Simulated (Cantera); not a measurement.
A perfectly stirred reactor is fed with H₂ : O₂ = 0.04 : 1 (molar parts), equivalence ratio 0.020, at 0.0133 bar; it is held at 1223 K, and followed from long to short residence time.

Model: the H2/O2 subset of GRI-Mech 3.0, which has no nitrogen chemistry, integrated in Cantera. Radical loss at walls, strong at low pressure, is not modelled. The temperature is held fixed by assumption; the heat of reaction is taken as removed at once.

### Question
Predict: x(H₂) at τ = 0.700 s; x(O₂) at τ = 0.700 s; x(H₂O) at τ = 0.700 s; x(O) at τ = 0.700 s; x(H₂O₂) at τ = 0.700 s; x(H₂) at τ = 34.0 ms; x(O₂) at τ = 34.0 ms; x(H₂O) at τ = 34.0 ms; x(O) at τ = 34.0 ms; x(H₂O₂) at τ = 34.0 ms.

### Answer
x(H₂) at τ = 0.700 s: 0.000163
x(O₂) at τ = 0.700 s: 0.956
x(H₂O) at τ = 0.700 s: 0.0382
x(O) at τ = 0.700 s: 0.00413
x(H₂O₂) at τ = 0.700 s: 5.47e-8
x(H₂) at τ = 34.0 ms: 0.000893
x(O₂) at τ = 34.0 ms: 0.941
x(H₂O) at τ = 34.0 ms: 0.0351
x(O) at τ = 34.0 ms: 0.0172
x(H₂O₂) at τ = 34.0 ms: 7.91e-8
